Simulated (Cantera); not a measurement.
Charge: 1 mol PbI2, 270 mol H2, equilibrated at 877 °C and 0.133 bar.

Equilibrium computed with Cantera from the NASA thermochemical tables; the gas is ideal and each condensed phase is pure. Candidate condensed phases: I2, Pb, PbI2; 10 gas species. Kinetics and transport are ignored.

Base state: H2 0.994, HI 0.00243, PbI2 0.00168, PbI 0.00128, Pb 0.000715, I 0.000257 (mole fractions); condensed: gas only.

### Question
What changes in the equilibrium state with this change: temperature from 877 °C to 1527 °C?

### Answer
```json
[
 {"species": "H2", "before": "0.994", "after": "0.988"},
 {"species": "I", "before": "0.000257", "after": "0.00523"},
 {"species": "Pb", "before": "0.000715", "after": "0.00359"},
 {"species": "H", "before": "2.04e-7", "after": "0.000975"},
 {"species": "PbI2", "before": "0.00168", "after": "5.09e-7"},
 {"species": "PbI", "before": "0.00128", "after": "7.22e-5"},
 {"species": "HI", "before": "0.00243", "after": "0.00202"}
]
```
